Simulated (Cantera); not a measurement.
What does this Cantera script print?

```python
import numpy as np
import cantera as ct

gas = ct.Solution("gri30.yaml")
gas.TPX = 1275, 13332, {'N2O': 1, 'H2': 0.0027, 'N2': 1.7}
reactor = ct.IdealGasConstPressureReactor(gas, energy="off", clone=False)
net = ct.ReactorNet([reactor])
net.rtol, net.atol = 1e-08, 1e-18
show = ['N2O', 'H2', 'NO', 'HO2', 'N2', 'O', 'OH']
times = np.geomspace(4e-06, 200, 14)

steps = ct.SolutionArray(gas, extra=["t"])
rows = []
print(f"{'t/s':>10s}{'T/K':>9s}{'P/Pa':>11s}" + "".join(f"{s:>11s}" for s in show))
for t in times:
    while net.time < t:
        t_next = net.step()
        steps.append(gas.state, t=t_next)
    rows.append([np.interp(t, steps.t, y) for y in (steps.T, steps.P, *steps(*show).X.T)])
    print(f"{t:10.3e}{rows[-1][0]:9.1f}{rows[-1][1]:11.4g}" + "".join(f"{x:11.3e}" for x in rows[-1][2:]))
rate = np.gradient(steps.T, steps.t)
print("integrator steps:", len(steps.t))
if steps.T.max() > steps.T[0] + 200:
    print(f"time of steepest temperature rise: {steps.t[rate.argmax()]:.4e} s")
gas.TPX = 1275, 13332, {'N2O': 1, 'H2': 0.0027, 'N2': 1.7}
gas.equilibrate("TP")
print(f"equilibrium (TP): T = {gas.T:.1f} K  " + "  ".join(f"{s} {gas[s].X[0]:.3e}" for s in show))
```

It prints:

```
       t/s      T/K       P/Pa        N2O         H2         NO        HO2         N2          O         OH
 4.000e-06   1275.0  1.333e+04  3.700e-01  9.990e-04  1.321e-09  1.516e-13  6.290e-01  2.251e-07  5.077e-10
 1.564e-05   1275.0  1.333e+04  3.700e-01  9.990e-04  1.936e-08  1.033e-11  6.290e-01  8.238e-07  9.013e-09
 6.117e-05   1275.0  1.333e+04  3.700e-01  9.989e-04  2.526e-07  6.810e-10  6.290e-01  2.523e-06  1.450e-07
 2.392e-04   1275.0  1.333e+04  3.700e-01  9.977e-04  2.319e-06  2.993e-08  6.290e-01  4.654e-06  1.416e-06
 9.353e-04   1275.0  1.333e+04  3.699e-01  9.842e-04  1.265e-05  6.361e-07  6.291e-01  4.935e-06  6.902e-06
 3.658e-03   1275.0  1.333e+04  3.694e-01  8.567e-04  5.380e-05  3.754e-06  6.294e-01  4.954e-06  1.746e-05
 1.430e-02   1275.0  1.333e+04  3.675e-01  4.146e-04  2.049e-04  3.049e-06  6.306e-01  5.139e-06  1.708e-05
 5.593e-02   1275.0  1.333e+04  3.615e-01  5.585e-05  7.943e-04  8.616e-07  6.339e-01  5.240e-06  9.623e-06
 2.187e-01   1275.0  1.333e+04  3.404e-01  3.829e-07  3.120e-03  1.774e-07  6.449e-01  5.240e-06  7.025e-06
 8.553e-01   1275.0  1.333e+04  2.710e-01  8.706e-09  1.080e-02  4.743e-08  6.812e-01  5.145e-06  7.411e-06
 3.345e+00   1275.0  1.333e+04  1.186e-01  9.589e-09  2.726e-02  1.033e-08  7.611e-01  4.712e-06  7.021e-06
 1.308e+01   1275.0  1.333e+04  9.365e-03  4.709e-09  3.736e-02  2.255e-09  8.193e-01  1.833e-06  4.294e-06
 5.114e+01   1275.0  1.333e+04  1.557e-05  3.558e-10  3.751e-02  1.182e-09  8.246e-01  1.172e-07  1.086e-06
 2.000e+02   1275.0  1.333e+04  3.606e-07  3.471e-10  3.750e-02  1.184e-09  8.246e-01  1.140e-07  1.071e-06
integrator steps: 2276
equilibrium (TP): T = 1275.0 K  N2O 7.613e-09  H2 3.252e-10  NO 3.002e-04  HO2 1.303e-09  N2 8.432e-01  O 1.214e-07  OH 1.105e-06
```

Detailed kinetics in Cantera: GRI-Mech 3.0 (53 species, 325 reactions). GRI-Mech 3.0 was tuned for natural gas; its chemistry of N2O as a main component is partial and can be far from experiment. The mechanism lacks the step 2 NO + O2 → 2 NO2, which can matter for NO2 below about 1400 K. The temperature is held fixed by assumption; the heat of reaction is taken as removed at once.
